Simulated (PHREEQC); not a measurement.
Make-up at 25 °C: 89 mmol/kgw HF, 44 mmol/kgw NH4F, 9.4 mmol/kgw (NH4)2SiF6 and 7.2 mmol/kgw HCl. Closed to the air; pH follows from the charge balance.

All values are PHREEQC results (ion-association model, wateq4f.dat), not measurements.

Q: The ionic strength comes out as 0.0743 mol/kgw. What activity coefficients do SiF6-2, HF2-, F-, Cl-, NH4+ get?

A: SiF6-2 0.41, HF2- 0.78, F- 0.78, Cl- 0.79, NH4+ 0.80.

This is a speciation only: nothing precipitates in the calculation. wateq4f.dat counts part of the HF as a dimer, H2F2, which phreeqc.dat doesn't know; its constant is uncertain. SiF6-2 is the database's only silicon fluoride.
